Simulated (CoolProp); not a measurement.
Aqueous potassium carbonate as a coolant, at 15 °C, 1 atm.

The numbers come from the Melinder's fits for secondary coolants in CoolProp.

```
mass %  freezing point (°C)  conductivity (W/(m K))  viscosity (mPa s)  Prandtl number  density (kg/m³)
------  -------------------  ----------------------  -----------------  --------------  ---------------
1.8                    -0.5                   0.588               1.18            8.15             1016
5.6                    -1.9                   0.585               1.28            8.47             1051
9.3                    -3.3                   0.581               1.40            8.94             1086
13                     -4.9                   0.577               1.54            9.54             1122
16.8                   -6.8                   0.573               1.72            10.3             1160
20.5                   -9.1                   0.570               1.94            11.2             1198
24.2                  -12.1                   0.567               2.22            12.3             1237
28                    -16.0                   0.563               2.60            13.9             1279
31.7                  -21.1                   0.559               3.10            16.1             1320
35.4                  -27.5                   0.554               3.77            19.1             1363
```
